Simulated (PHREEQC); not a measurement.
Make-up at 25 °C: 0.0066 mol CuSO4 per kg of water. Closed to the air; pH follows from the charge balance.

Equilibrium calculation in PHREEQC: ion-association model, wateq4f.dat.

Each row changes one thing in this solution. No solid was allowed to form.

```json
[
 {"case": "as made", "pH": "4.97", "ionic strength (mol/kgw)": "0.0196"},
 {"case": "temperature from 25 to 70 °C", "pH": "4.52", "ionic strength (mol/kgw)": "(withheld)"},
 {"case": "CuSO4 replaced by NiSO4 at the same molality", "pH": "6.25", "ionic strength (mol/kgw)": "(withheld)"},
 {"case": "CuSO4 from 0.0066 to 0.00132 mol/kgw", "pH": "(withheld)", "ionic strength (mol/kgw)": "0.00465"},
 {"case": "0.00096 mol/kgw HBr added", "pH": "3.17", "ionic strength (mol/kgw)": "(withheld)"},
 {"case": "diluted 100-fold with water", "pH": "5.81", "ionic strength (mol/kgw)": "0.000260"},
 {"case": "CuSO4 replaced by Cu(NO3)2 at the same molality", "pH": "4.85", "ionic strength (mol/kgw)": "(withheld)"}
]
```

Question: Some entries are withheld; supply them.

Answer: 
- temperature from 25 to 70 °C, ionic strength (mol/kgw): 0.0188
- CuSO4 replaced by NiSO4 at the same molality, ionic strength (mol/kgw): 0.0199
- CuSO4 from 0.0066 to 0.00132 mol/kgw, pH: 5.27
- 0.00096 mol/kgw HBr added, ionic strength (mol/kgw): 0.0204
- CuSO4 replaced by Cu(NO3)2 at the same molality, ionic strength (mol/kgw): 0.0198

Species that the database lacks are ignored. Some of these states are supersaturated (in Antlerite, Brochantite, Tenorite (slow to form), for instance). At this temperature some constants are extrapolated from 25 °C, and those without enthalpy data are left unchanged.
